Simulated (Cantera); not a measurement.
# Thermodynamics of silicon etching in halogen gases, feed Si + F2 + H2

A closed system holds: 1 mol Si, 2.4 mol F2, 0.1 mol H2, held at 45.0 mbar.

Cantera equilibrium calculation (NASA polynomials, part measured and part estimated; ideal gas, pure solids and liquids). Candidate condensed phases: Si; 25 gas species. Kinetics and transport are ignored.

From 473 K to 1223 K nothing is condensed. The main Si-bearing gas is SiF4 throughout.

| T (K) | x SiF4 | x F | x F2 | x HF | x H2F2 |
|---|---|---|---|---|---|
| 473 | 0.667 | 3.84e-6 | 0.200 | 0.133 | 1.65e-6 |
| 548 | 0.667 | 6.35e-5 | 0.200 | 0.133 | 5.94e-7 |
| 623 | 0.666 | 0.000540 | 0.200 | 0.133 | 2.71e-7 |
| 698 | 0.666 | 0.00290 | 0.198 | 0.133 | 1.46e-7 |
| 773 | 0.663 | 0.0112 | 0.193 | 0.133 | 8.81e-8 |
| 848 | 0.656 | 0.0334 | 0.180 | 0.131 | 5.73e-8 |
| 923 | 0.640 | 0.0791 | 0.153 | 0.128 | 3.89e-8 |
| 998 | 0.617 | 0.150 | 0.110 | 0.123 | 2.71e-8 |
| 1073 | 0.591 | 0.228 | 0.0631 | 0.118 | 1.95e-8 |
| 1148 | 0.572 | 0.285 | 0.0292 | 0.114 | 1.48e-8 |
| 1223 | 0.562 | 0.313 | 0.0122 | 0.112 | 1.20e-8 |
x: gas mole fraction; nothing condenses.
